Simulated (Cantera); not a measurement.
**Thermodynamics of chemical vapour transport, feed Fe + Cl2 + N2 + HCl**

Input: 1 mol Fe, 1.4 mol Cl2, 0.16 mol N2, 2 mol HCl, held at 0.0330 bar.

These are equilibrium values from Cantera (NASA tables, ideal gas, pure condensed phases), not measurements of a reactor. Candidate condensed phases: Fe, FeCl2, FeCl3, NH4Cl; 18 gas species. Equilibrium is a limit: real reactors are often held back by kinetics, nucleation or transport.

From 1173 K to 1623 K nothing is condensed. The main Fe-bearing gas is FeCl3 at 1173 K and FeCl2 at 1623 K.

```
T (K)  x HCl  x FeCl2  x FeCl3     x Cl   x Cl2    x N2
-----  -----  -------  -------  -------  ------  ------
1173   0.610    0.131    0.173  0.00358  0.0336  0.0488
1248   0.597    0.165    0.133  0.00927  0.0484  0.0477
1323   0.583    0.196   0.0951   0.0203  0.0589  0.0466
1398   0.569    0.220   0.0643   0.0385  0.0624  0.0455
1473   0.555    0.236   0.0411   0.0645  0.0582  0.0444
1548   0.542    0.246   0.0251   0.0961  0.0478  0.0433
1623   0.530    0.250   0.0146    0.128  0.0345  0.0424
```
x: gas mole fraction; nothing condenses.
